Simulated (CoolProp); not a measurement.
Properties of p-xylene along the isotherm 346.25 °C.

The numbers come from the reference Helmholtz-energy equation of state, Zhou 2012 in CoolProp.

```json
[
 {"p (kPa)": "177", "phase": "gas", "cp (kJ/(kg K))": "2.258", "Joule-Thomson coefficient (K/MPa)": "…"},
 {"p (kPa)": "353", "phase": "gas", "cp (kJ/(kg K))": "…", "Joule-Thomson coefficient (K/MPa)": "7.658"},
 {"p (kPa)": "530", "phase": "gas", "cp (kJ/(kg K))": "2.285", "Joule-Thomson coefficient (K/MPa)": "7.885"},
 {"p (kPa)": "706", "phase": "gas", "cp (kJ/(kg K))": "2.300", "Joule-Thomson coefficient (K/MPa)": "8.130"},
 {"p (kPa)": "883", "phase": "gas", "cp (kJ/(kg K))": "2.318", "Joule-Thomson coefficient (K/MPa)": "8.398"},
 {"p (kPa)": "1060", "phase": "gas", "cp (kJ/(kg K))": "2.339", "Joule-Thomson coefficient (K/MPa)": "8.690"},
 {"p (kPa)": "1240", "phase": "gas", "cp (kJ/(kg K))": "…", "Joule-Thomson coefficient (K/MPa)": "9.017"},
 {"p (kPa)": "1410", "phase": "gas", "cp (kJ/(kg K))": "2.388", "Joule-Thomson coefficient (K/MPa)": "9.357"},
 {"p (kPa)": "1590", "phase": "gas", "cp (kJ/(kg K))": "2.419", "Joule-Thomson coefficient (K/MPa)": "9.757"},
 {"p (kPa)": "1770", "phase": "gas", "cp (kJ/(kg K))": "2.456", "Joule-Thomson coefficient (K/MPa)": "10.20"}
]
```

What belongs in the gaps?


- 177, Joule-Thomson coefficient (K/MPa): 7.449
- 353, cp (kJ/(kg K)): 2.270
- 1240, cp (kJ/(kg K)): 2.362
